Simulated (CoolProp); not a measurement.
Vapour-liquid equilibrium of carbon dioxide (1) + R227EA (2) at 238.4 K; x and y are mole fractions of (1).

Values from CoolProp's multi-fluid Helmholtz-energy mixture model, Span 1996 and Lemmon 2016; pair parameters Bell 2016.

### Question
Give the bubble pressure and the first vapour's composition at x = 0.125, 0.2, 0.425. Is there an azeotrope?

### Answer
x = 0.125: 0.1781 MPa, y = 0.779; x = 0.2: 0.2614 MPa, y = 0.858; x = 0.425: 0.5107 MPa, y = 0.942. No azeotrope shows between x = 0.05 and 0.95.

Pair parameters are fitted to limited data, so mixtures are less certain than the pure fluids.
